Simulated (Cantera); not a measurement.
Cantera run:

```python
import numpy as np
import cantera as ct

gas_names = """
    C CN CO CO2 C2 CCN CNC C2N2 C2O C3 C3O2 C4 C4N2 C5 N NCO NO NO2 NO3 N2 N2O O O2 O3 Si SiC SiC2 SiN
    SiO SiO2 Si2 Si2C Si2N Si3
""".split()
cond_names = """
    C(gr) Si(cr) Si(L) SiC(b) SiO2(Lqz) SiO2(hqz) SiO2(L) Si2N2O(s) Si3N4(a)
""".split()


# ... load() reads the species with a 1 bar reference pressure and builds the phases ...
atoms = {
    'SiC': {'Si': 1, 'C': 1},
    'N2O': {'N': 2, 'O': 1},
    'N2': {'N': 2},
    'CO2': {'C': 1, 'O': 2},
}
top_T = {'C(gr)': 4500, 'SiC(b)': 3050, 'Si2N2O(s)': 2100, 'Si3N4(a)': 2400}  # K; cautious upper limits of use, not melting points


# ... equilibrate(T, P, feed) seeds the gas with the atoms and calls Mixture.equilibrate('TP', solver="vcs", rtol=1e-11, max_steps=5000) ...
results = []
feed = {'SiC': 1, 'N2O': 1.9, 'N2': 4.4, 'CO2': 0.019}  # mol
P = 101325  # Pa
for T in [975, 1050, 1125, 1200, 1275, 1350, 1425, 1500, 1575, 1650, 1725, 1800, 1875]:
    mix = equilibrate(T, P, feed)
    results.append((T, P, feed, dict(zip(mix.species_names, mix.species_moles))))

top = {s: max(r[3][s] / sum(r[3][g] for g in gas_names) for r in results) for s in gas_names}
cols = sorted((s for s in top if top[s] > 1e-05), key=lambda s: -top[s])[:8]
seen = [c for c in cond_names if any(r[3].get(c, 0) > 1e-12 for r in results)]
print("log10 of partial pressures in bar; condensed amounts in mol")
print(f"{'T/K':>10s}" + "".join(f"{s[:9]:>10s}" for s in cols + seen))
for T, P, feed, n in results:
    ng = sum(n[g] for g in gas_names)
    print(f"{T:10.4g}" + "".join(f"{np.log10(max(n[s] / ng * P / 1e5, 1e-99)):10.3f}" for s in cols)
          + "".join(f"{n.get(c, 0):10.4g}" for c in seen))
```

Output:

```
log10 of partial pressures in bar; condensed amounts in mol
       T/K        N2        CO       SiO       CO2     C(gr) SiO2(hqz)   SiO2(L) Si2N2O(s)
       975     0.006    -3.658   -15.155    -7.334     1.018    0.9578         0   0.02112
      1050     0.005    -2.978   -13.204    -6.626     1.012    0.9543         0   0.02284
      1125     0.004    -2.390   -11.517    -6.014    0.9937    0.9418         0    0.0291
      1200     0.000    -1.878   -10.043    -5.480    0.9362    0.9035         0   0.04827
      1275    -0.011    -1.430    -8.744    -5.014    0.7829    0.8012         0   0.09939
      1350    -0.035    -1.038    -7.586    -4.611    0.4143    0.5554         0    0.2223
      1425    -0.063    -0.829    -6.552    -4.393         0    0.2791         0    0.3604
      1500    -0.063    -0.829    -5.632    -4.376         0    0.2791         0    0.3604
      1575    -0.063    -0.829    -4.801    -4.360         0    0.2791         0    0.3604
      1650    -0.063    -0.829    -4.049    -4.345         0    0.2789         0    0.3602
      1725    -0.063    -0.829    -3.365    -4.334         0         0    0.2781    0.3595
      1800    -0.064    -0.830    -2.742    -4.329         0         0     0.275    0.3563
      1875    -0.066    -0.833    -2.171    -4.326         0         0    0.2635    0.3449
```

Equilibrium computed with Cantera from the NASA thermochemical tables; the gas is ideal and each condensed phase is pure. Mutual solubility and eutectic melting of coexisting phases are not modelled. The tables hold silica as quartz up to 1696 K and as liquid above; real silica turns to tridymite and cristobalite and melts near 1996 K.
